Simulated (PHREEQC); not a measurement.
PHREEQC input (ion-association model, wateq4f.dat):

```
SOLUTION_MASTER_SPECIES
  An  An-  0  An  62.0  # stands for a non-complexing anion
SOLUTION_SPECIES
  An- = An-
    -log_k 0
    -gamma 3.0 0
PHASES
  Fix_H+
    H+ = H+
    -log_k 0
SOLUTION 1
  temp 25
  units mmol/kgw
  pH 7 charge
  Na 100
  An 100
END
SELECTED_OUTPUT 1
  -reset false
  -pH true
  -pe true
  -ionic_strength true
  -water true
  -totals Na
  -molalities Hfo_wOH Hfo_wOH2+ Hfo_wO- Hfo_sOH Hfo_sOH2+ Hfo_sO-
USER_PUNCH 1
  -headings sigma psi
  10 PUNCH EDL("sigma", "Hfo"), EDL("psi", "Hfo")
PRINT
  -reset false
USE solution 1
SURFACE 1
  Hfo_wOH 0.00516854 600 2.3
  Hfo_sOH 0.000129213
EQUILIBRIUM_PHASES 1
  Fix_H+ -3 HAn 10
    -force_equality true
  O2(g) -0.68 10
END
# ... the last block is repeated for the other 12 points of pH, with NaOH or the acid as the point needs
```

Selected output (columns that matter, 13 of 13 rows; pH added in front):

```
pH	mu	Na	m_Hfo_wOH	m_Hfo_wOH2+	m_Hfo_wO-	m_Hfo_sOH	m_Hfo_sOH2+	m_Hfo_sO-	sigma	psi
3	0.10381	0.1	9.673e-05	0.0050718	4.2263e-08	2.4182e-06	0.00012679	1.0566e-09	0.3635	0.15205
3.5	0.10289	0.1	0.0002769	0.0048913	3.5911e-07	6.9225e-06	0.00012228	8.9778e-09	0.35054	0.15043
4	0.10242	0.1	0.00067918	0.004487	2.3551e-06	1.6979e-05	0.00011217	5.8877e-08	0.32142	0.14612
4.5	0.10199	0.1	0.0013331	0.0038248	1.0645e-05	3.3328e-05	9.5619e-05	2.6612e-07	0.27336	0.13797
5	0.10155	0.1	0.0020979	0.0030375	3.3193e-05	5.2447e-05	7.5936e-05	8.2983e-07	0.21532	0.12596
5.5	0.10114	0.1	0.0027914	0.0022995	7.7627e-05	6.9785e-05	5.7487e-05	1.9407e-06	0.15924	0.11087
6	0.1008	0.1	0.0033155	0.0017054	0.00014767	8.2887e-05	4.2634e-05	3.6917e-06	0.11164	0.093392
6.5	0.10053	0.1	0.003656	0.0012717	0.00024078	9.14e-05	3.1793e-05	6.0196e-06	0.073888	0.073863
7	0.10032	0.1	0.0038466	0.00097397	0.00034801	9.6163e-05	2.4349e-05	8.7003e-06	0.044863	0.052443
7.5	0.10016	0.1	0.0039365	0.00077253	0.00045952	9.8412e-05	1.9313e-05	1.1488e-05	0.022433	0.029412
8	0.10003	0.1	0.0039666	0.00062798	0.00057397	9.9164e-05	1.57e-05	1.4349e-05	0.0038717	0.0053517
8.5	0.1001	0.1002	0.0039554	0.0005091	0.00070401	9.8885e-05	1.2728e-05	1.76e-05	-0.013969	-0.018907
9	0.10026	0.1005	0.0038957	0.00039691	0.00087593	9.7391e-05	9.9227e-06	2.1898e-05	-0.034332	-0.042481
```

The oxide is taken as insoluble; below pH 4 it would dissolve.
